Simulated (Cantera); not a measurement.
A Cantera script and what it prints.

```python
import numpy as np
import cantera as ct

gas_names = """
    AL ALCL ALCL2 ALCL3 ALN AL2 AL2CL6 CL CL2 N N2
""".split()
cond_names = """
    AL(cr) AL(L) ALCL3(s) ALCL3(L) ALN(s)
""".split()


# ... load() reads the species with a 1 bar reference pressure and builds the phases ...
atoms = {
    'Al': {'AL': 1},
    'Cl2': {'CL': 2},
    'N2': {'N': 2},
}
top_T = {'ALN(s)': 2750}  # K; cautious upper limits of use, not melting points


# ... equilibrate(T, P, feed) seeds the gas with the atoms and calls Mixture.equilibrate('TP', solver="vcs", rtol=1e-11, max_steps=5000) ...
results = []
feed = {'Al': 1, 'Cl2': 0.93, 'N2': 7.7}  # mol
P = 27000  # Pa
for T in [1100, 1150, 1200, 1250, 1300, 1350, 1400, 1450, 1500, 1550, 1600, 1650]:
    mix = equilibrate(T, P, feed)
    results.append((T, P, feed, dict(zip(mix.species_names, mix.species_moles))))
    x = sorted(zip(gas.X, gas.species_names), reverse=True)
    print(f"T = {T:g} K  P = {P:g} Pa  gas = {mix.phase_moles(0):.4g} mol")
    print("   x: " + "  ".join(f"{s} {v:.3e}" for v, s in x if v > 1e-06))
    print("   condensed (mol): " + ("  ".join(f"{mix.phase(i).name} {mix.phase_moles(i):.4g}"
          for i in range(1, mix.n_phases) if mix.phase_moles(i) > 1e-12) or "none"))
```

Output:

```
T = 1100 K  P = 27000 Pa  gas = 8.13 mol
   x: N2 9.238e-01  ALCL3 7.617e-02  AL2CL6 4.467e-05  ALCL2 4.519e-06
   condensed (mol): ALN(s) 0.38
T = 1150 K  P = 27000 Pa  gas = 8.13 mol
   x: N2 9.238e-01  ALCL3 7.620e-02  AL2CL6 2.613e-05  ALCL2 1.227e-05
   condensed (mol): ALN(s) 0.38
T = 1200 K  P = 27000 Pa  gas = 8.13 mol
   x: N2 9.237e-01  ALCL3 7.621e-02  ALCL2 3.062e-05  AL2CL6 1.603e-05
   condensed (mol): ALN(s) 0.3799
T = 1250 K  P = 27000 Pa  gas = 8.13 mol
   x: N2 9.237e-01  ALCL3 7.619e-02  ALCL2 7.086e-05  AL2CL6 1.025e-05  ALCL 1.597e-06
   condensed (mol): ALN(s) 0.3798
T = 1300 K  P = 27000 Pa  gas = 8.131 mol
   x: N2 9.237e-01  ALCL3 7.614e-02  ALCL2 1.535e-04  AL2CL6 6.801e-06  ALCL 5.756e-06
   condensed (mol): ALN(s) 0.3796
T = 1350 K  P = 27000 Pa  gas = 8.131 mol
   x: N2 9.236e-01  ALCL3 7.602e-02  ALCL2 3.132e-04  ALCL 1.883e-05  AL2CL6 4.656e-06
   condensed (mol): ALN(s) 0.3791
T = 1400 K  P = 27000 Pa  gas = 8.133 mol
   x: N2 9.235e-01  ALCL3 7.580e-02  ALCL2 6.063e-04  ALCL 5.646e-05  AL2CL6 3.274e-06  CL 1.249e-06
   condensed (mol): ALN(s) 0.3781
T = 1450 K  P = 27000 Pa  gas = 8.136 mol
   x: N2 9.233e-01  ALCL3 7.540e-02  ALCL2 1.118e-03  ALCL 1.565e-04  CL 2.366e-06  AL2CL6 2.353e-06
   condensed (mol): ALN(s) 0.3761
T = 1500 K  P = 27000 Pa  gas = 8.141 mol
   x: N2 9.229e-01  ALCL3 7.470e-02  ALCL2 1.971e-03  ALCL 4.043e-04  CL 4.292e-06  AL2CL6 1.717e-06
   condensed (mol): ALN(s) 0.3725
T = 1550 K  P = 27000 Pa  gas = 8.152 mol
   x: N2 9.222e-01  ALCL3 7.351e-02  ALCL2 3.330e-03  ALCL 9.784e-04  CL 7.478e-06  AL2CL6 1.263e-06
   condensed (mol): ALN(s) 0.3657
T = 1600 K  P = 27000 Pa  gas = 8.17 mol
   x: N2 9.208e-01  ALCL3 7.154e-02  ALCL2 5.396e-03  ALCL 2.229e-03  CL 1.254e-05
   condensed (mol): ALN(s) 0.3532
T = 1650 K  P = 27000 Pa  gas = 8.204 mol
   x: N2 9.184e-01  ALCL3 6.838e-02  ALCL2 8.377e-03  ALCL 4.795e-03  CL 2.026e-05
   condensed (mol): ALN(s) 0.3309
```

These are equilibrium values from Cantera (NASA tables, ideal gas, pure condensed phases), not measurements of a reactor. The tables' values for AlCl2 are old estimates; treat these amounts as uncertain.
